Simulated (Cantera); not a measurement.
**N2O furnace oxynitridation**

An isothermal, constant-pressure homogeneous reactor starts with N₂O : N₂ = 1 : 0.98 (molar parts), at 1125 K and 0.133 bar.

Detailed kinetics in Cantera: GRI-Mech 3.0 (53 species, 325 reactions). GRI-Mech 3.0 was tuned for natural gas; its chemistry of N2O as a main component is partial and can be far from experiment. The mechanism lacks the step 2 NO + O2 → 2 NO2, which can matter for NO2 below about 1400 K. The temperature is held fixed by assumption; the heat of reaction is taken as removed at once.

```tsv
t (s)	x N₂O	x O	x NO	x NO₂	x O₂	x N₂
6.00e-5	0.505	2.11e-7	9.16e-9	<1e-12	5.52e-8	0.495
0.000337	0.505	4.93e-7	1.58e-7	<1e-12	9.51e-7	0.495
0.00190	0.505	5.21e-7	1.23e-6	6.13e-12	7.43e-6	0.495
0.0107	0.505	5.21e-7	7.30e-6	2.14e-10	4.40e-5	0.495
0.0600	0.504	5.21e-7	4.14e-5	6.51e-9	0.000249	0.495
0.337	0.501	5.20e-7	0.000232	1.57e-7	0.00140	0.497
1.90	0.484	5.19e-7	0.00128	1.86e-6	0.00770	0.507
10.7	0.400	5.11e-7	0.00637	1.09e-5	0.0386	0.555
60.0	0.154	4.45e-7	0.0209	3.75e-5	0.130	0.696
```
x: mole fraction; the columns are a selection and need not sum to one.

Equilibrium at this temperature and pressure: N₂O 2.85e-9, O 5.71e-9, NO 0.000105, NO₂ 9.32e-7, O₂ 0.202, N₂ 0.798 (gas phase only).
